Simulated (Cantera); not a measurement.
Charge: 1 mol FeS₂, 0.49 mol H₂, 0.69 mol N₂, equilibrated at 1725 K and 13300 Pa.

Method: chemical equilibrium by Gibbs-energy minimisation in Cantera with the NASA 1993 tables (ideal gas, pure condensed phases). Candidate condensed phases: Fe, FeS, FeS₂, S; 16 gas species. FeS: taken at fixed stoichiometry. Equilibrium is a limit: real reactors are often held back by kinetics, nucleation or transport.

Base state: N₂ 0.423, S₂ 0.271, H₂ 0.234, H₂S 0.0625, SH 0.00885, S 0.000563, H 0.000246 (mole fractions); condensed: FeS(l).

Task: What changes in the equilibrium state with this change: temperature from 1725 K to 1525 K?

Result: 
| species | before | after |
|---|---|---|
| N₂ | 0.423 | 0.434 |
| S₂ | 0.271 | 0.255 |
| H₂ | 0.234 | 0.192 |
| H₂S | 0.0625 | 0.114 |
| H | 0.000246 | 2.84e-5 |
| S | 0.000563 | 7.49e-5 |
| SH | 0.00885 | 0.00396 |
| FeS(l), mol | 1.000 | 1.00 |
